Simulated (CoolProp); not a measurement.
R236FA at 293.15 K and 0.144 MPa flows at 0.069 m/s in a round tube of 2 mm bore and 15 µm roughness, fully developed (64/Re and Nu = 3.66 if laminar; Colebrook and Gnielinski if turbulent). Each further row changes one setting.

Values from CoolProp's reference Helmholtz-energy equation of state, Pan 2012.

| case | Reynolds number | Darcy friction factor | pressure drop (Pa/m) | heat-transfer coefficient (W/(m² K)) | mass flow (kg/h) |
|---|---|---|---|---|---|
| as stated | 122 | 0.526 | 5.92 | 22.5 | 0.00738 |
| velocity 0.138 m/s | 243 | 0.263 | 11.8 | 22.5 | 0.0148 |
| diameter 4 mm | 243 | 0.263 | 1.48 | 11.2 | 0.0295 |

Viscosity comes from a separate model (Huber 2003), an estimate that may be off by 10 % or more. Thermal conductivity comes from a separate model (Huber 2003), an estimate that may be off by 10 % or more.
